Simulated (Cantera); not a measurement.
A freely propagating, adiabatic, planar premixed flame of H2 : O2 : N2 = 1 : 0.943 : 3.55 (molar parts), equivalence ratio 0.53, unburnt at 373 K and 0.310 bar; mixture-averaged transport, grid criteria slope 0.08 and curve 0.16, no radiation.

Cantera simulation using the H2/O2 subset of GRI-Mech 3.0, which has no nitrogen chemistry; the numbers are that mechanism's predictions, not measurements. Burning velocities carry a grid error of a few per cent, more on coarse grids. Lean hydrogen flames are cellular in practice and burn faster than this planar one.

x: mole fraction of selected species; z is measured from the peak of heat release.

```json
[
 {"z (mm)": "-4.78", "T (K)": "373", "u (m/s)": "1.21", "x H2": "0.182", "x O2": "0.172", "x H2O": "<1e-8", "x H2O2": "<1e-8", "x H": "<1e-8", "x O": "<1e-8"},
 {"z (mm)": "-3.19", "T (K)": "373", "u (m/s)": "1.21", "x H2": "0.182", "x O2": "0.172", "x H2O": "8.83e-8", "x H2O2": "<1e-8", "x H": "<1e-8", "x O": "<1e-8"},
 {"z (mm)": "-2.39", "T (K)": "373", "u (m/s)": "1.21", "x H2": "0.181", "x O2": "0.172", "x H2O": "1.54e-6", "x H2O2": "<1e-8", "x H": "<1e-8", "x O": "<1e-8"},
 {"z (mm)": "-1.59", "T (K)": "374", "u (m/s)": "1.21", "x H2": "0.178", "x O2": "0.172", "x H2O": "2.46e-5", "x H2O2": "1.85e-7", "x H": "<1e-8", "x O": "…"},
 {"z (mm)": "-0.797", "T (K)": "429", "u (m/s)": "1.35", "x H2": "0.154", "x O2": "0.176", "x H2O": "0.00384", "x H2O2": "2.66e-5", "x H": "2.25e-5", "x O": "…"},
 {"z (mm)": "-0.398", "T (K)": "685", "u (m/s)": "2.10", "x H2": "0.114", "x O2": "0.169", "x H2O": "0.0318", "x H2O2": "2.64e-5", "x H": "0.00180", "x O": "…"},
 {"z (mm)": "0", "T (K)": "1014", "u (m/s)": "3.05", "x H2": "0.0629", "x O2": "0.143", "x H2O": "0.0893", "x H2O2": "3.92e-6", "x H": "0.00887", "x O": "…"},
 {"z (mm)": "0.398", "T (K)": "1250", "u (m/s)": "3.75", "x H2": "0.0245", "x O2": "0.111", "x H2O": "0.144", "x H2O2": "2.85e-6", "x H": "0.0138", "x O": "…"},
 {"z (mm)": "0.797", "T (K)": "1383", "u (m/s)": "4.14", "x H2": "0.0111", "x O2": "0.0968", "x H2O": "0.167", "x H2O2": "1.98e-6", "x H": "0.0125", "x O": "…"},
 {"z (mm)": "1.59", "T (K)": "1513", "u (m/s)": "4.50", "x H2": "0.00651", "x O2": "0.0914", "x H2O": "0.178", "x H2O2": "1.01e-6", "x H": "0.00760", "x O": "…"},
 {"z (mm)": "3.19", "T (K)": "1618", "u (m/s)": "4.79", "x H2": "0.00411", "x O2": "0.0900", "x H2O": "0.185", "x H2O2": "4.90e-7", "x H": "0.00330", "x O": "…"},
 {"z (mm)": "6.38", "T (K)": "1687", "u (m/s)": "4.98", "x H2": "0.00201", "x O2": "0.0897", "x H2O": "0.191", "x H2O2": "2.51e-7", "x H": "0.00102", "x O": "…"},
 {"z (mm)": "12.8", "T (K)": "1721", "u (m/s)": "5.07", "x H2": "0.000774", "x O2": "0.0900", "x H2O": "0.194", "x H2O2": "1.31e-7", "x H": "0.000234", "x O": "…"}
]
```

Task: Fill in the missing entries.

Result: 
- -1.59, x O: 1.73e-8
- -0.797, x O: 3.73e-6
- -0.398, x O: 0.000154
- 0, x O: 0.00230
- 0.398, x O: 0.00640
- 0.797, x O: 0.00799
- 1.59, x O: 0.00682
- 3.19, x O: 0.00427
- 6.38, x O: 0.00206
- 12.8, x O: 0.000787
